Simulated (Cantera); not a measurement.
Charge: 1 mol Si3N4, 0.5 mol N2, 0.42 mol C, at 1952 °C and 3800 Pa.

Cantera equilibrium calculation (NASA polynomials, part measured and part estimated; ideal gas, pure solids and liquids). Candidate condensed phases: C, Si, SiC, Si3N4; 20 gas species. Mutual solubility and eutectic melting of coexisting phases are not modelled. The tables' values for SiN are old estimates; treat these amounts as uncertain. Kinetics and transport are ignored.

Base state: N2 0.986, Si 0.0123, Si2C 0.000787, Si2N 0.000416, SiN 0.000384, Si2 0.000207, Si3 4.00e-5, SiC2 1.74e-5 (mole fractions); condensed: Si(l) + SiC(s).

Q: What changes in the equilibrium state with this change: temperature from 1952 °C to 2577 °C?

A: 
```tsv
species	before	after
N2	0.986	0.470
Si	0.0123	0.461
Si2C	0.000787	0.0310
SiC2	1.74e-5	0.0233
C3	<1e-9	3.54e-5
C2	<1e-9	1.22e-5
C	7.22e-9	8.47e-5
SiC	1.35e-7	0.000284
CN	4.65e-6	0.00132
Si(l), mol	2.54	0
SiC(s), mol	0.418	0
```

Q: What changes in the equilibrium state with this change: temperature from 1952 °C to 1352 °C?

A: 
```tsv
species	before	after
N2	0.986	1.00
Si	0.0123	2.25e-7
SiN	0.000384	3.45e-8
Si2C	0.000787	<1e-9
Si2	0.000207	<1e-9
Si2N	0.000416	3.11e-9
Si3	4.00e-5	<1e-9
Si(l), mol	2.54	0
SiC(s), mol	0.418	0.420
Si3N4(s), mol	0	0.860
```
